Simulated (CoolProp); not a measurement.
Ethanol along the isotherm 620 K: fugacity coefficient from the reference equation and from simpler models built on Tc = 514.7 K, pc = 6.268 MPa, ω = 0.644; each cubic takes its own stable root.

Values from CoolProp's reference Helmholtz-energy equation of state, Schroeder 2014.

```json
[
 {"p (MPa)": "1.31", "phase": "gas", "reference": "0.9748"},
 {"p (MPa)": "2.61", "phase": "gas", "reference": "0.9500"},
 {"p (MPa)": "3.92", "phase": "gas", "reference": "0.9253"},
 {"p (MPa)": "5.22", "phase": "gas", "reference": "0.9009"},
 {"p (MPa)": "6.53", "phase": "supercritical", "reference": "0.8763"},
 {"p (MPa)": "7.83", "phase": "supercritical", "reference": "0.8520"},
 {"p (MPa)": "9.14", "phase": "supercritical", "reference": "0.8274"},
 {"p (MPa)": "10.4", "phase": "supercritical", "reference": "0.8037"},
 {"p (MPa)": "11.8", "phase": "supercritical", "reference": "0.7774"},
 {"p (MPa)": "13.1", "phase": "supercritical", "reference": "0.7532"},
 {"p (MPa)": "14.4", "phase": "supercritical", "reference": "0.7295"},
 {"p (MPa)": "15.7", "phase": "supercritical", "reference": "0.7065"}
]
```

How far does each simpler model (van der Waals, Peng-Robinson) lie from the reference over these 12 states: mean and median of the absolute difference, and the worst?


- van der Waals: mean 10.0 %, median 10.2 %, worst -17.3 % at 620 K and 15.7 MPa
- Peng-Robinson: mean 4.8 %, median 5.5 %, worst -6.3 % at 620 K and 11.8 MPa
